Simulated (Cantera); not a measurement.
Input: 1 mol Fe2O3, 5.1 mol CH4, 18 mol H2, equilibrated at 1925 K.

Equilibrium computed with Cantera from the NASA thermochemical tables; the gas is ideal and each condensed phase is pure. Candidate condensed phases: C, C6H6, C7H8, C8H18, Fe, Fe(CO)5, FeO, Fe(OH)2, Fe(OH)3, Fe2O3, Fe3O4, H2O; 114 gas species. Iron dissolves carbon and melts from about 1420 K in contact with it, which pure phases cannot show. Condensed phases not in the tables: cementite and carbon dissolved in iron. Kinetics and transport are ignored.

log p: log10 of the partial pressure in bar; n: condensed amount in mol.

```json
[
 {"P (Pa)": "10", "log p H2": "-4.11", "log p CO": "-5.06", "log p H": "-5.08", "log p Fe": "-5.24", "log p CH4": "-11.51", "n C(graphite)": "2.08", "n Fe(l)": "0"},
 {"P (Pa)": "36", "log p H2": "-3.54", "log p CO": "-4.50", "log p H": "-4.79", "log p Fe": "-4.67", "log p CH4": "-10.36", "n C(graphite)": "2.07", "n Fe(l)": "0"},
 {"P (Pa)": "130", "log p H2": "-2.97", "log p CO": "-3.94", "log p H": "-4.50", "log p Fe": "-4.11", "log p CH4": "-9.22", "n C(graphite)": "2.07", "n Fe(l)": "0"},
 {"P (Pa)": "460", "log p H2": "-2.40", "log p CO": "-3.37", "log p H": "-4.22", "log p Fe": "-3.82", "log p CH4": "-8.09", "n C(graphite)": "2.07", "n Fe(l)": "0.929"},
 {"P (Pa)": "1700", "log p H2": "-1.82", "log p CO": "-2.79", "log p H": "-3.93", "log p Fe": "-3.82", "log p CH4": "-6.92", "n C(graphite)": "2.07", "n Fe(l)": "1.72"},
 {"P (Pa)": "6000", "log p H2": "___", "log p CO": "___", "log p H": "___", "log p Fe": "-3.82", "log p CH4": "___", "n C(graphite)": "2.07", "n Fe(l)": "1.92"},
 {"P (Pa)": "22000", "log p H2": "-0.70", "log p CO": "-1.68", "log p H": "-3.37", "log p Fe": "-3.82", "log p CH4": "-4.69", "n C(graphite)": "2.07", "n Fe(l)": "1.98"},
 {"P (Pa)": "77000", "log p H2": "___", "log p CO": "___", "log p H": "___", "log p Fe": "-3.82", "log p CH4": "___", "n C(graphite)": "2.06", "n Fe(l)": "1.99"},
 {"P (Pa)": "280000", "log p H2": "0.40", "log p CO": "-0.57", "log p H": "-2.82", "log p Fe": "-3.82", "log p CH4": "-2.48", "n C(graphite)": "2.04", "n Fe(l)": "2.00"},
 {"P (Pa)": "1000000", "log p H2": "0.95", "log p CO": "-0.02", "log p H": "-2.54", "log p Fe": "-3.82", "log p CH4": "-1.38", "n C(graphite)": "1.94", "n Fe(l)": "2.00"}
]
```

Complete the blanks.


- 6000, log p H2: -1.27
- 6000, log p CO: -2.24
- 6000, log p H: -3.65
- 6000, log p CH4: -5.82
- 77000, log p H2: -0.16
- 77000, log p CO: -1.13
- 77000, log p H: -3.10
- 77000, log p CH4: -3.60
